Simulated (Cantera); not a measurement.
Input (Python, Cantera):

```python
import numpy as np
import cantera as ct

surf = ct.Interface("ptcombust.yaml", "Pt_surf")
gas = surf.adjacent["gas"]
gas.TPX = 300, 7200, {'CH4': 0.024, 'O2': 0.075, 'N2': 0.79}
jet = ct.ImpingingJet(gas=gas, width=0.024, surface=surf)
jet.inlet.mdot, jet.inlet.T, jet.inlet.X = 0.036, 300, {'CH4': 0.024, 'O2': 0.075, 'N2': 0.79}
jet.set_refine_criteria(ratio=10, slope=0.2, curve=0.3)
show, cover = ['CH4', 'O2', 'H2O', 'OH', 'CO', 'CO2'], ["PT(S)", "H(S)", "O(S)", "OH(S)", "CO(S)", "C(S)"]

rows = []
print(f"{'Ts/K':>7s}" + "".join(f"{s:>11s}" for s in show + cover) + "   (gas at the wall, coverages)")
for i, Ts in enumerate([900, 950, 1000, 1050, 1100, 1150, 1200, 1250]):
    jet.surface.T = Ts
    if i == 0:
        surf.TP = Ts, 7200
        surf.coverages = "PT(S):0.5, O(S):0.5"
        surf.advance_coverages(1.0)
        jet.set_initial_guess(products="inlet")
    jet.solve(loglevel=0, auto=(i == 0))
    rows.append([*(jet.X[gas.species_index(s), -1] for s in show), *surf[cover].coverages])
    print(f"{Ts:7g}" + "".join(f"{x:11.3e}" for x in rows[-1]))
```

Result:

```
   Ts/K        CH4         O2        H2O         OH         CO        CO2      PT(S)       H(S)       O(S)      OH(S)      CO(S)       C(S)   (gas at the wall, coverages)
    900  1.756e-02  6.431e-02  1.764e-02  2.740e-08  7.459e-06  1.152e-02  2.419e-01  7.946e-08  7.571e-01  1.017e-03  1.069e-05  3.805e-08
    950  1.358e-02  5.588e-02  2.501e-02  8.723e-08  8.111e-06  1.638e-02  3.201e-01  2.028e-07  6.788e-01  1.076e-03  8.172e-06  3.911e-08
   1000  1.042e-02  4.922e-02  3.080e-02  2.366e-07  8.593e-06  2.021e-02  3.995e-01  4.326e-07  5.995e-01  1.043e-03  5.926e-06  3.704e-08
   1050  8.157e-03  4.445e-02  3.491e-02  5.687e-07  9.158e-06  2.294e-02  4.763e-01  8.128e-07  5.227e-01  9.578e-04  4.266e-06  3.395e-08
   1100  6.570e-03  4.113e-02  3.776e-02  1.232e-06  9.955e-06  2.484e-02  5.493e-01  1.399e-06  4.498e-01  8.517e-04  3.133e-06  3.107e-08
   1150  5.466e-03  3.885e-02  3.971e-02  2.455e-06  1.112e-05  2.614e-02  6.164e-01  2.248e-06  3.828e-01  7.419e-04  2.372e-06  2.874e-08
   1200  4.680e-03  3.727e-02  4.104e-02  4.550e-06  1.275e-05  2.702e-02  6.778e-01  3.443e-06  3.216e-01  6.371e-04  1.862e-06  2.712e-08
   1250  4.117e-03  3.619e-02  4.195e-02  7.928e-06  1.501e-05  2.761e-02  7.323e-01  5.064e-06  2.672e-01  5.416e-04  1.516e-06  2.613e-08
```

Detailed kinetics in Cantera: Deutschmann's 1995 Pt surface mechanism with GRI-Mech 3.0 gas chemistry. Catalytic surfaces can have several steady states; this one follows from the mechanism file's or the stated starting coverage.
